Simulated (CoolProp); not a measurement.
The numbers come from the reference Helmholtz-energy equation of state, Lemmon 2006 in CoolProp. It is a short technical equation, of lower accuracy than the large ones.

Task: Give the vapour pressure (MPa), enthalpy of vaporisation (kJ/kg), liquid viscosity (µPa s), vapour viscosity (µPa s) of saturated n-nonane at 134.25, 157.55 °C.

Result: 
| T (°C) | p (MPa) | enthalpy of vaporisation (kJ/kg) | liquid viscosity (µPa s) | vapour viscosity (µPa s) |
|---|---|---|---|---|
| 134.25 | 0.0640 | 299 | 236 | 7.30 |
| 157.55 | 0.121 | 284 | 199 | 7.68 |

Viscosity comes from a separate model (Huber 2004).
